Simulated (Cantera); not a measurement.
Gas mixture: 26.9 % N2, 35.1 % H2, 38.1 % C3H8, at 0.00580 bar, frozen composition.

Cantera's kinetic-theory transport with the Lennard-Jones parameters of GRI-Mech 3.0, ideal gas; thermal conductivity in the multicomponent form. The composition is frozen, though it would react at the higher temperatures.

One state of this run: ρ (kg/m³) = 0.00349; cp (J/kg/K) = 2439; μ (µPa s) = 17.2; λ (mW/m/K) = 77.8; Pr = 0.538; D (cm²/s) H2O = 96.2; D (cm²/s) N2 = 84.6; D (cm²/s) CH3 = 93.7. D: mixture-averaged diffusion coefficient of that species in the mixture.

Question: Which value of T (K) does it belong to?
A. 900
B. 500
C. 800
D. 700

Answer: B, 500
